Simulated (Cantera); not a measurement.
Input: 1 mol borazine, 0.19 mol H2O, equilibrated at 0.0100 bar.

Equilibrium computed with Cantera from the NASA thermochemical tables; the gas is ideal and each condensed phase is pure. Candidate condensed phases: B, BN, B2O3, B3O3H3, H2O; 39 gas species. The feed counts by its element totals alone. Mutual solubility and eutectic melting of coexisting phases are not modelled. Rates play no part.

Question: What share of the B ends up in condensed phases as a function of T (°C), at 575, 775, 975, 1175, 1375, 1575, 1775, 1975?

Answer: 
| T (°C) | B condensed (%) | as |
|---|---|---|
| 575 | 100.0 | BN(s) + B2O3(l) |
| 775 | 100.0 | BN(s) + B2O3(l) |
| 975 | 100.0 | BN(s) + B2O3(l) |
| 1175 | 99.2 | BN(s) + B2O3(l) |
| 1375 | 94.8 | BN(s) |
| 1575 | 93.8 | BN(s) |
| 1775 | 93.6 | BN(s) |
| 1975 | 93.3 | B(s) |
